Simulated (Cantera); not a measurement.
A diamond (100) surface in a fixed gas of H2 with x(CH4) = 0.0045, x(H) = 0.00089, at 975 K, 33.8 Torr; coverages are run to steady state.

Model: the Harris–Goodwin 1993 mechanism for the reconstructed diamond (100) surface, integrated in Cantera.

θ: site fractions in the mechanism's names (c6HH fully hydrogenated, c6H* and c6*H radical sites, c6** diradical, c6HM methylated).

```
x(CH3)   growth (µm/h)  θ c6HH   θ c6H*  θ c6*H   θ c6**    θ c6HM
-------  -------------  ------  -------  ------  -------  --------
1e-06           0.0184   0.622   0.0161   0.353  0.00759  0.000590
2.8e-06         0.0514   0.621   0.0160   0.353  0.00758   0.00165
8.1e-06          0.148   0.619   0.0160   0.351  0.00754   0.00475
2.3e-05          0.415   0.612   0.0158   0.347  0.00742    0.0133
6.5e-05           1.13   0.593   0.0153   0.336  0.00710    0.0363
0.00019           2.99   0.544   0.0140   0.307      ___    0.0960
0.00053           6.65   0.448   0.0114   0.251      ___     0.213
0.0015            11.9   0.307  0.00765   0.168      ___     0.385
0.0043            16.9   0.176  0.00413  0.0909      ___     0.546
```

Question: Fill in the missing entries.

Answer: 
- 0.00019, θ c6**: 0.00629
- 0.00053, θ c6**: 0.00473
- 0.0015, θ c6**: 0.00260
- 0.0043, θ c6**: 0.000919
